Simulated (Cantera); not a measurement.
Feed: 1 mol SiCl4, 0.26 mol N2O, 3.2 mol H2, equilibrated at 1650 °C and 4200 Pa.

These are equilibrium values from Cantera (NASA tables, ideal gas, pure condensed phases), not measurements of a reactor. Candidate condensed phases: H2O, NH4Cl, Si, SiO2, Si2N2O, Si3N4; 47 gas species. The tables' values for SiCl3, SiCl are old estimates; treat these amounts as uncertain. The numbers say what is thermodynamically allowed, not how fast it happens.

Base state: HCl 0.432, H2 0.342, SiCl2 0.123, N2 0.0455, SiO 0.0455, SiCl3 0.00568, H 0.00269, Cl 0.00255 (mole fractions); condensed: gas only.

Task: What changes in the equilibrium state with this change: temperature from 1650 °C to 1827 °C?

Result: 
| species | before | after |
|---|---|---|
| HCl | 0.432 | 0.427 |
| H2 | 0.342 | 0.337 |
| SiCl2 | 0.123 | 0.124 |
| H | 0.00269 | 0.00883 |
| Cl | 0.00255 | 0.00824 |
| N2 | 0.0455 | 0.0451 |
| SiO | 0.0455 | 0.0451 |
| Si | 3.47e-5 | 0.000339 |
| SiH | 3.40e-6 | 2.19e-5 |
| SiCl4 | 0.000340 | 7.58e-5 |

Task: What changes in the equilibrium state with this change: temperature from 1650 °C to 600 °C?

Result: 
```json
[
 {"species": "H2", "before": "0.342", "after": "0.457"},
 {"species": "HCl", "before": "0.432", "after": "0.441"},
 {"species": "SiCl4", "before": "0.000340", "after": "0.101"},
 {"species": "SiCl2", "before": "0.123", "after": "1.09e-8"},
 {"species": "SiO", "before": "0.0455", "after": "<1e-9"},
 {"species": "N2", "before": "0.0455", "after": "4.37e-7"},
 {"species": "H", "before": "0.00269", "after": "<1e-9"},
 {"species": "Cl", "before": "0.00255", "after": "<1e-9"},
 {"species": "SiCl", "before": "0.000229", "after": "<1e-9"},
 {"species": "Si", "before": "3.47e-5", "after": "<1e-9"},
 {"species": "Si2N2O(s), mol", "before": "0", "after": "0.260"}
]
```
